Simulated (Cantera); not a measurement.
# Adiabatic ignition

An adiabatic, constant-volume homogeneous reactor starts with 10.3 % H2, 7.48 % O2, 82.2 % N2, equivalence ratio 0.69, at 1373 K and 67000 Pa.

Cantera simulation using the H2/O2 subset of GRI-Mech 3.0, which has no nitrogen chemistry; the numbers are that mechanism's predictions, not measurements.

```json
[
 {"t (s)": "3.00e-6", "T (K)": "1373", "P (bar)": "0.670", "x H2": "0.103", "x O2": "0.0748", "x HO2": "1.88e-8", "x H2O": "5.11e-9", "x OH": "2.20e-9", "x O": "2.87e-9", "x H2O2": "4.34e-11"},
 {"t (s)": "6.31e-6", "T (K)": "1373", "P (bar)": "0.670", "x H2": "0.103", "x O2": "0.0748", "x HO2": "4.03e-8", "x H2O": "3.75e-8", "x OH": "8.18e-9", "x O": "1.12e-8", "x H2O2": "1.88e-10"},
 {"t (s)": "1.33e-5", "T (K)": "1373", "P (bar)": "0.670", "x H2": "0.103", "x O2": "0.0748", "x HO2": "9.40e-8", "x H2O": "3.86e-7", "x OH": "5.22e-8", "x O": "7.24e-8", "x H2O2": "8.14e-10"},
 {"t (s)": "2.79e-5", "T (K)": "1373", "P (bar)": "0.670", "x H2": "0.103", "x O2": "0.0748", "x HO2": "6.00e-7", "x H2O": "1.37e-5", "x OH": "1.55e-6", "x O": "2.16e-6", "x H2O2": "5.49e-9"},
 {"t (s)": "5.88e-5", "T (K)": "1390", "P (bar)": "0.678", "x H2": "0.0838", "x O2": "0.0663", "x HO2": "1.46e-5", "x H2O": "0.0134", "x OH": "0.00149", "x O": "0.00209", "x H2O2": "4.00e-7"},
 {"t (s)": "0.000124", "T (K)": "1744", "P (bar)": "0.834", "x H2": "0.0135", "x O2": "0.0288", "x HO2": "7.10e-6", "x H2O": "0.0757", "x OH": "0.00794", "x O": "0.0114", "x H2O2": "4.51e-7"},
 {"t (s)": "0.000260", "T (K)": "2005", "P (bar)": "0.944", "x H2": "0.00941", "x O2": "0.0257", "x HO2": "4.40e-6", "x H2O": "0.0885", "x OH": "0.00876", "x O": "0.00630", "x H2O2": "1.68e-7"},
 {"t (s)": "0.000548", "T (K)": "2162", "P (bar)": "1.01", "x H2": "0.00475", "x O2": "0.0242", "x HO2": "2.45e-6", "x H2O": "0.0984", "x OH": "0.00709", "x O": "0.00273", "x H2O2": "9.30e-8"},
 {"t (s)": "0.00115", "T (K)": "2235", "P (bar)": "1.04", "x H2": "0.00193", "x O2": "0.0238", "x HO2": "1.58e-6", "x H2O": "0.104", "x OH": "0.00479", "x O": "0.00105", "x H2O2": "6.77e-8"},
 {"t (s)": "0.00242", "T (K)": "2254", "P (bar)": "1.05", "x H2": "0.00113", "x O2": "0.0238", "x HO2": "1.44e-6", "x H2O": "0.105", "x OH": "0.00375", "x O": "0.000609", "x H2O2": "6.56e-8"},
 {"t (s)": "0.00510", "T (K)": "2256", "P (bar)": "1.05", "x H2": "0.00108", "x O2": "0.0238", "x HO2": "1.44e-6", "x H2O": "0.106", "x OH": "0.00367", "x O": "0.000580", "x H2O2": "6.57e-8"},
 {"t (s)": "0.0107", "T (K)": "2256", "P (bar)": "1.05", "x H2": "0.00108", "x O2": "0.0238", "x HO2": "1.44e-6", "x H2O": "0.106", "x OH": "0.00367", "x O": "0.000580", "x H2O2": "6.57e-8"},
 {"t (s)": "0.0226", "T (K)": "2256", "P (bar)": "1.05", "x H2": "0.00108", "x O2": "0.0238", "x HO2": "1.44e-6", "x H2O": "0.106", "x OH": "0.00367", "x O": "0.000580", "x H2O2": "6.57e-8"},
 {"t (s)": "0.0475", "T (K)": "2256", "P (bar)": "1.05", "x H2": "0.00108", "x O2": "0.0238", "x HO2": "1.44e-6", "x H2O": "0.106", "x OH": "0.00367", "x O": "0.000580", "x H2O2": "6.57e-8"},
 {"t (s)": "0.100", "T (K)": "2256", "P (bar)": "1.05", "x H2": "0.00108", "x O2": "0.0238", "x HO2": "1.44e-6", "x H2O": "0.106", "x OH": "0.00367", "x O": "0.000580", "x H2O2": "6.57e-8"}
]
```
x: mole fraction; the columns are a selection and need not sum to one.

time of steepest temperature rise: 69.1 µs
temperature at 0.100 s: 2256 K
equilibrium temperature: 2256 K
x(H2) at 0.100 s: 0.00108 (gas-phase equilibrium 0.00108)
x(O2) at 0.100 s: 0.0238 (gas-phase equilibrium 0.0238)
x(HO2) at 0.100 s: 1.44e-6 (gas-phase equilibrium 1.44e-6)
